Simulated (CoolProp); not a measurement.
Properties of the fluoroketone C6F12O (FK-5-1-12) along the isobar 101 kPa (Tc = 168.7 °C, pc = 1869 kPa, ω = 0.471).

Values from CoolProp's reference Helmholtz-energy equation of state, McLinden 2015.

| T (°C) | phase | density (kg/m³) | cp (kJ/(kg K)) | Joule-Thomson coefficient (K/MPa) | isothermal compressibility (1/MPa) | fugacity coefficient |
|---|---|---|---|---|---|---|
| 46.85 | liquid | 1534 | ? | -0.1869 | 0.004276 | 0.8759 |
| 63.25 | gas | 12.06 | 0.9094 | 20.72 | 10.50 | ? |
| 79.65 | gas | 11.39 | ? | 17.43 | 10.39 | 0.9571 |
| 95.95 | gas | 10.81 | 0.9352 | 14.87 | 10.30 | 0.9637 |
| 112.35 | gas | ? | 0.9504 | 12.81 | ? | 0.9690 |
| 128.65 | gas | 9.822 | 0.9663 | 11.14 | 10.18 | ? |
| 145.05 | gas | 9.400 | 0.9828 | 9.747 | 10.14 | 0.9770 |
| 161.45 | gas | 9.017 | 0.9997 | 8.601 | 10.11 | 0.9800 |
| 177.75 | gas | 8.668 | 1.017 | 7.655 | 10.08 | 0.9826 |
| 194.15 | gas | 8.344 | 1.034 | 6.858 | 10.06 | 0.9847 |
| 210.45 | gas | 8.048 | 1.050 | ? | 10.04 | 0.9866 |
| 226.85 | gas | 7.771 | 1.067 | 5.615 | 10.02 | 0.9881 |

Fill in the missing entries.


- 46.85, cp (kJ/(kg K)): 1.120
- 63.25, fugacity coefficient: 0.9487
- 79.65, cp (kJ/(kg K)): 0.9215
- 112.35, density (kg/m³): 10.29
- 112.35, isothermal compressibility (1/MPa): 10.24
- 128.65, fugacity coefficient: 0.9734
- 210.45, Joule-Thomson coefficient (K/MPa): 6.189
